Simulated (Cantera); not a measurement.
# Equilibrium for carbon deposition, reforming and gasification: CO + H2 + N2

Charge: 1 mol CO, 88 mol H2, 11 mol N2, at 100000 Pa.

Cantera equilibrium calculation (NASA polynomials, part measured and part estimated; ideal gas, pure solids and liquids). Candidate condensed phases: C, C6H6, C7H8, C8H18, H2O; 136 gas species. The numbers say what is thermodynamically allowed, not how fast it happens.

From 573 K to 1023 K nothing is condensed. The main C-bearing gas is CH4 throughout.

```json
[
 {"T (K)": "573", "log p H2": "-0.07", "log p N2": "-0.98", "log p NH3": "-1.76", "log p CH4": "-1.98", "log p H2O": "-1.98"},
 {"T (K)": "623", "log p H2": "-0.06", "log p N2": "-0.96", "log p NH3": "-2.12", "log p CH4": "-1.99", "log p H2O": "-1.99"},
 {"T (K)": "673", "log p H2": "-0.06", "log p N2": "-0.96", "log p NH3": "-2.44", "log p CH4": "-1.99", "log p H2O": "-1.99"},
 {"T (K)": "723", "log p H2": "-0.06", "log p N2": "-0.95", "log p NH3": "-2.72", "log p CH4": "-1.99", "log p H2O": "-1.99"},
 {"T (K)": "773", "log p H2": "-0.06", "log p N2": "-0.95", "log p NH3": "-2.97", "log p CH4": "-1.99", "log p H2O": "-1.99"},
 {"T (K)": "823", "log p H2": "-0.06", "log p N2": "-0.95", "log p NH3": "-3.19", "log p CH4": "-1.99", "log p H2O": "-1.99"},
 {"T (K)": "873", "log p H2": "-0.06", "log p N2": "-0.95", "log p NH3": "-3.39", "log p CH4": "-1.99", "log p H2O": "-1.99"},
 {"T (K)": "923", "log p H2": "-0.06", "log p N2": "-0.95", "log p NH3": "-3.56", "log p CH4": "-2.01", "log p H2O": "-2.01"},
 {"T (K)": "973", "log p H2": "-0.06", "log p N2": "-0.95", "log p NH3": "-3.72", "log p CH4": "-2.06", "log p H2O": "-2.06"},
 {"T (K)": "1023", "log p H2": "-0.06", "log p N2": "-0.95", "log p NH3": "-3.87", "log p CH4": "-2.17", "log p H2O": "-2.17"}
]
```
log p: log10 of the partial pressure in bar; nothing condenses.
